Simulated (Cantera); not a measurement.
Cantera run:

```python
import numpy as np
import cantera as ct

gas_names = [...]  # 115 gases of nasa_gas.yaml made of C, Ca, H, O
cond_names = """
    C(gr) C6H6(L) C7H8(L) C8H18(L),n-octa Ca(a) Ca(b) Ca(L) CaCO3(caL) CaO(s) CaO(L) CaO2H2(s) H2O(s)
    H2O(L)
""".split()


# ... load() reads the species with a 1 bar reference pressure and builds the phases ...
atoms = {
    'CaCO3': {'Ca': 1, 'C': 1, 'O': 3},
    'H2O': {'H': 2, 'O': 1},
    'H2': {'H': 2},
}
top_T = {'C(gr)': 4500}  # K; cautious upper limits of use, not melting points


# ... equilibrate(T, P, feed) seeds the gas with the atoms and calls Mixture.equilibrate('TP', solver="vcs", rtol=1e-11, max_steps=5000) ...
results = []
feed = {'CaCO3': 1, 'H2O': 3.9, 'H2': 0.36}  # mol
P = 11000  # Pa
for T in [723, 823, 923, 1023, 1123, 1223, 1323, 1423, 1523, 1623, 1723, 1823, 1923, 2023]:
    mix = equilibrate(T, P, feed)
    results.append((T, P, feed, dict(zip(mix.species_names, mix.species_moles))))
    x = sorted(zip(gas.X, gas.species_names), reverse=True)
    print(f"T = {T:g} K  P = {P:g} Pa  gas = {mix.phase_moles(0):.4g} mol")
    print("   x: " + "  ".join(f"{s} {v:.3e}" for v, s in x if v > 0.0001))
    print("   condensed (mol): " + ("  ".join(f"{mix.phase(i).name} {mix.phase_moles(i):.4g}"
          for i in range(1, mix.n_phases) if mix.phase_moles(i) > 1e-12) or "none"))
```

Output:

```
T = 723 K  P = 11000 Pa  gas = 4.261 mol
   x: H2O 9.153e-01  H2 8.449e-02  CO2 1.757e-04
   condensed (mol): CaCO3(caL) 0.9992  CaO(s) 0.0007576
T = 823 K  P = 11000 Pa  gas = 4.286 mol
   x: H2O 9.102e-01  H2 8.385e-02  CO2 5.847e-03  CO 1.489e-04
   condensed (mol): CaCO3(caL) 0.9743  CaO(s) 0.0257
T = 923 K  P = 11000 Pa  gas = 4.699 mol
   x: H2O 8.338e-01  CO2 8.956e-02  H2 7.279e-02  CO 3.827e-03
   condensed (mol): CaCO3(caL) 0.5612  CaO(s) 0.4388
T = 1023 K  P = 11000 Pa  gas = 5.26 mol
   x: H2O 7.520e-01  CO2 1.795e-01  H2 5.787e-02  CO 1.057e-02
   condensed (mol): CaO(s) 1
T = 1123 K  P = 11000 Pa  gas = 5.26 mol
   x: H2O 7.553e-01  CO2 1.762e-01  H2 5.454e-02  CO 1.390e-02
   condensed (mol): CaO(s) 1
T = 1223 K  P = 11000 Pa  gas = 5.26 mol
   x: H2O 7.585e-01  CO2 1.730e-01  H2 5.134e-02  CO 1.710e-02
   condensed (mol): CaO(s) 1
T = 1323 K  P = 11000 Pa  gas = 5.26 mol
   x: H2O 7.615e-01  CO2 1.701e-01  H2 4.839e-02  CO 2.005e-02
   condensed (mol): CaO(s) 1
T = 1423 K  P = 11000 Pa  gas = 5.26 mol
   x: H2O 7.641e-01  CO2 1.674e-01  H2 4.573e-02  CO 2.271e-02
   condensed (mol): CaO(s) 1
T = 1523 K  P = 11000 Pa  gas = 5.26 mol
   x: H2O 7.665e-01  CO2 1.650e-01  H2 4.337e-02  CO 2.507e-02
   condensed (mol): CaO(s) 1
T = 1623 K  P = 11000 Pa  gas = 5.26 mol
   x: H2O 7.685e-01  CO2 1.630e-01  H2 4.129e-02  CO 2.715e-02
   condensed (mol): CaO(s) 1
T = 1723 K  P = 11000 Pa  gas = 5.261 mol
   x: H2O 7.702e-01  CO2 1.611e-01  H2 3.946e-02  CO 2.898e-02  OH 1.169e-04  H 1.092e-04
   condensed (mol): CaO(s) 1
T = 1823 K  P = 11000 Pa  gas = 5.262 mol
   x: H2O 7.714e-01  CO2 1.594e-01  H2 3.789e-02  CO 3.062e-02  OH 3.603e-04  H 2.543e-04
   condensed (mol): CaO(s) 0.9999
T = 1923 K  P = 11000 Pa  gas = 5.265 mol
   x: H2O 7.717e-01  CO2 1.578e-01  H2 3.663e-02  CO 3.218e-02  OH 9.859e-04  H 5.436e-04  O2 1.001e-04
   condensed (mol): CaO(s) 0.9998
T = 2023 K  P = 11000 Pa  gas = 5.272 mol
   x: H2O 7.702e-01  CO2 1.557e-01  H2 3.600e-02  CO 3.397e-02  OH 2.421e-03  H 1.087e-03  O2 4.883e-04
   condensed (mol): CaO(s) 0.9995
```

Method: chemical equilibrium by Gibbs-energy minimisation in Cantera with the NASA 1993 tables (ideal gas, pure condensed phases).
